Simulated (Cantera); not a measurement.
A perfectly stirred reactor is fed with CO : H₂ : CH₄ : O₂ : N₂ = 1 : 1.3 : 0.033 : 1.22 : 4.57 (molar parts), at 530000 Pa; it is adiabatic with a 775 K inlet, and is followed from long to short residence time, starting on the burning branch (τ in s: 0.023, 0.011, 0.0048, 0.0022, 0.00099, 0.00045, 0.00021, 9.3e-05, 4.2e-05, 1.9e-05, 8.7e-06, 4e-06).

Model: GRI-Mech 3.0 (53 species, 325 reactions), integrated in Cantera.

Q: Predict: blow-out, bracketed by the residence times tried; x(CO) at τ = 23.0 ms; x(H₂) at τ = 23.0 ms; x(CH₄) at τ = 23.0 ms; x(H₂O) at τ = 23.0 ms; x(CO) at τ = 0.210 ms; x(H₂) at τ = 0.210 ms; x(CH₄) at τ = 0.210 ms; x(H₂O) at τ = 0.210 ms.

A: 
```
Quantity                                                                           Value
------------------------------------------------  --------------------------------------
blow-out, bracketed by the residence times tried  burning at 4.00 µs, the shortest tried
x(CO) at τ = 23.0 ms                                                              0.0312
x(H₂) at τ = 23.0 ms                                                             0.00745
x(CH₄) at τ = 23.0 ms                                                            3.81e-8
x(H₂O) at τ = 23.0 ms                                                              0.178
x(CO) at τ = 0.210 ms                                                             0.0414
x(H₂) at τ = 0.210 ms                                                             0.0107
x(CH₄) at τ = 0.210 ms                                                           2.66e-6
x(H₂O) at τ = 0.210 ms                                                             0.170
```
